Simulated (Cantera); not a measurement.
A perfectly stirred reactor is fed with H2 : O2 : N2 = 0.22 : 1 : 0.3 (molar parts), equivalence ratio 0.11, at 12.8 Torr; it is held at 1200 K, and followed from long to short residence time.

Detailed kinetics in Cantera: the H2/O2 subset of GRI-Mech 3.0, which has no nitrogen chemistry. Radical loss at walls, strong at low pressure, is not modelled. The temperature is held fixed by assumption; the heat of reaction is taken as removed at once.

### Question
Predict: x(H2) at τ = 20.0 s; x(O2) at τ = 20.0 s; x(HO2) at τ = 20.0 s; x(OH) at τ = 20.0 s; x(H2O2) at τ = 20.0 s; x(H2) at τ = 0.260 s; x(O2) at τ = 0.260 s; x(HO2) at τ = 0.260 s; x(OH) at τ = 0.260 s; x(H2O2) at τ = 0.260 s.

### Answer
```
Item                       Value
----------------------  --------
x(H2) at τ = 20.0 s      6.84e-5
x(O2) at τ = 20.0 s        0.631
x(HO2) at τ = 20.0 s     1.09e-6
x(OH) at τ = 20.0 s     0.000607
x(H2O2) at τ = 20.0 s    9.96e-8
x(H2) at τ = 0.260 s     0.00109
x(O2) at τ = 0.260 s       0.626
x(HO2) at τ = 0.260 s    5.45e-6
x(OH) at τ = 0.260 s     0.00258
x(H2O2) at τ = 0.260 s   2.96e-7
```
